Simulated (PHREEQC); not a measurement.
Solution (25 °C): 0.00099 mol HF, 0.049 mol KF and 0.00083 mol H2SO4 per kg of water. Closed to the air; pH follows from the charge balance.

Model: ion-association model, phreeqc.dat, run in PHREEQC.

### Question
The ionic strength comes out as 0.0496 mol/kgw. What activity coefficients do HF2-, H+, F-, SO4-2, K+ get?

### Answer
HF2- 0.82, H+ 0.85, F- 0.81, SO4-2 0.46, K+ 0.81.

No solid was allowed to form.
